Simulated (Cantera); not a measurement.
**Thermodynamics of metals in furnace atmospheres, feed Pb + CO2 + CO**

Feed: 1 mol Pb, 4.1 mol CO2, 1.8 mol CO, at 1023.15 K and 100000 Pa.

These are equilibrium values from Cantera (NASA tables, ideal gas, pure condensed phases), not measurements of a reactor. Candidate condensed phases: C, Pb, PbO, PbO2, Pb3O4; 15 gas species. Kinetics and transport are ignored.

```json
{
  "x(CO2)": "0.695",
  "x(CO)": "0.305",
  "x(Pb)": "2.67e-5",
  "n(Pb(l))": "1.000 mol",
  "gas_amount": "5.900 mol",
  "log10 activity of C(graphite) (absent)": "-1.32",
  "log10 activity of PbO2(s) (absent)": "-15.27"
}
```
